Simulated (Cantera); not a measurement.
A closed system holds: 1 mol Si₃N₄, a varied amount of HF, 11 mol H₂, at 28.0 Pa.

Method: chemical equilibrium by Gibbs-energy minimisation in Cantera with the NASA 1993 tables (ideal gas, pure condensed phases). Candidate condensed phases: Si, Si₃N₄; 37 gas species. The tables' values for SiF₂, SiF₃ are old estimates. The numbers say what is thermodynamically allowed, not how fast it happens.

Stable condensed phases, one row left out:

```
T in K \ n(HF) in mol
         1.5 2.6 4.3 7.3  12  21  35  59
   2000    A   A   A   A   A   A   A   A
   1800    B   B   B   A   A   A   A   A
   1700    B   B   B   A   A   A   A   A
   1600    B   B   B   B   A   A   A   A
   1500    B   B   B   B   A   A   A   A
   1400    C   C   C   C   A   A   A   A
   1300    C   C   C   C   A   A   A   A
   1200    C   C   C   C   A   A   A   A
   1100    C   C   C   C   C   A   A   A
   1000    C   C   C   C   C   A   A   A
    900    C   C   C   C   C   A   A   A
    800    C   C   C   C   C   A   A   A
    700    C   C   C   C   A   A   A   A
```

A: gas only; B: Si; C: Si₃N₄.

Problem. Give the row for 1900 K.

Solution. 1.5: Si; 2.6: Si; 4.3: Si; 7.3: gas only; 12: gas only; 21: gas only; 35: gas only; 59: gas only.
